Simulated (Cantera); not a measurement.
Thermodynamics of silicon nitride deposition, feed SiHCl₃ + N₂ + H₂

Input: 1 mol SiHCl₃, a varied amount of N₂, 21 mol H₂, at 0.100 bar.

Method: chemical equilibrium by Gibbs-energy minimisation in Cantera with the NASA 1993 tables (ideal gas, pure condensed phases). Candidate condensed phases: NH₄Cl, Si, Si₃N₄; 28 gas species. N₂ is the only nitrogen source here; it is nearly inert below about 1500 K, so the nitride shown seldom forms there in practice. The tables' values for SiCl₃ are old estimates. Equilibrium is a limit: real reactors are often held back by kinetics, nucleation or transport.

Problem. Map the stable condensed phases over T = 1423, 1473, 1523, 1573, 1623, 1673, 1723, 1773, 1823, 1873, 1923, 1973, 2023, 2073 K and n(N₂) in mol = 5.9, 7.1, 8.7, 11, 13, 15, 19, 23, 28, 34.

Solution. 
```
T in K \ n(N₂) in mol
         5.9 7.1 8.7  11  13  15  19  23  28  34
   2073    A   A   A   A   A   A   A   A   A   A
   2023    A   A   A   A   A   A   A   A   A   A
   1973    A   A   A   A   A   A   A   A   A   A
   1923    A   A   A   A   A   A   A   A   A   B
   1873    A   A   A   B   B   B   B   B   B   B
   1823    B   B   B   B   B   B   B   B   B   B
   1773    B   B   B   B   B   B   B   B   B   B
   1723    B   B   B   B   B   B   B   B   B   B
   1673    B   B   B   B   B   B   B   B   B   B
   1623    B   B   B   B   B   B   B   B   B   B
   1573    B   B   B   B   B   B   B   B   B   B
   1523    B   B   B   B   B   B   B   B   B   B
   1473    B   B   B   B   B   B   B   B   B   B
   1423    B   B   B   B   B   B   B   B   B   B
```
A: Si; B: Si₃N₄.
